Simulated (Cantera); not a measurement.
## Adiabatic ignition

An adiabatic, constant-pressure homogeneous reactor starts with H2 : O2 : N2 : H2O = 1 : 0.56 : 5.32 : 1.2 (molar parts), equivalence ratio 0.89, at 1800 K and 0.987 atm.

Model: GRI-Mech 3.0 (53 species, 325 reactions), integrated in Cantera.

| t (s) | T (K) | x H2 | x O2 | x H2O | x H | x NO | x O | x N2O |
|---|---|---|---|---|---|---|---|---|
| 1.00e-6 | 1800 | 0.124 | 0.0693 | 0.149 | 1.56e-6 | <1e-12 | 1.92e-7 | 4.53e-12 |
| 2.28e-6 | 1800 | 0.124 | 0.0693 | 0.149 | 7.57e-6 | <1e-12 | 1.07e-6 | 1.90e-11 |
| 5.18e-6 | 1800 | 0.124 | 0.0692 | 0.149 | 0.000115 | 9.98e-12 | 1.69e-5 | 1.34e-10 |
| 1.18e-5 | 1816 | 0.0850 | 0.0515 | 0.174 | 0.0204 | 6.23e-8 | 0.00376 | 1.54e-8 |
| 2.68e-5 | 1951 | 0.0377 | 0.0251 | 0.214 | 0.0313 | 7.10e-6 | 0.0101 | 7.74e-8 |
| 6.11e-5 | 2111 | 0.0329 | 0.0213 | 0.228 | 0.0197 | 1.94e-5 | 0.00712 | 8.68e-8 |
| 0.000139 | 2265 | 0.0258 | 0.0173 | 0.244 | 0.0105 | 4.11e-5 | 0.00430 | 1.07e-7 |
| 0.000316 | 2386 | 0.0183 | 0.0138 | 0.258 | 0.00499 | 8.86e-5 | 0.00233 | 1.51e-7 |
| 0.000720 | 2449 | 0.0135 | 0.0118 | 0.266 | 0.00276 | 0.000186 | 0.00144 | 1.96e-7 |
| 0.00164 | 2461 | 0.0125 | 0.0113 | 0.268 | 0.00238 | 0.000385 | 0.00128 | 2.06e-7 |
| 0.00373 | 2460 | 0.0125 | 0.0111 | 0.268 | 0.00237 | 0.000811 | 0.00126 | 2.06e-7 |
| 0.00848 | 2458 | 0.0126 | 0.0108 | 0.268 | 0.00236 | 0.00167 | 0.00123 | 2.07e-7 |
| 0.0193 | 2456 | 0.0127 | 0.0103 | 0.268 | 0.00235 | 0.00300 | 0.00118 | 2.13e-7 |
| 0.0439 | 2454 | 0.0129 | 0.00985 | 0.268 | 0.00234 | 0.00407 | 0.00115 | 2.21e-7 |
| 0.100 | 2453 | 0.0129 | 0.00977 | 0.268 | 0.00233 | 0.00429 | 0.00114 | 2.23e-7 |
x: mole fraction; the columns are a selection and need not sum to one.

```json
{
 "time_of_steepest_temperature_rise": "13.3 µs",
 "temperature at 0.100 s": "2453 K",
 "equilibrium_temperature": "2453 K",
 "x(H2) at 0.100 s": "0.0129 (gas-phase equilibrium 0.0129)",
 "x(O2) at 0.100 s": "0.00977 (gas-phase equilibrium 0.00977)",
 "x(H2O) at 0.100 s": "0.268 (gas-phase equilibrium 0.268)"
}
```
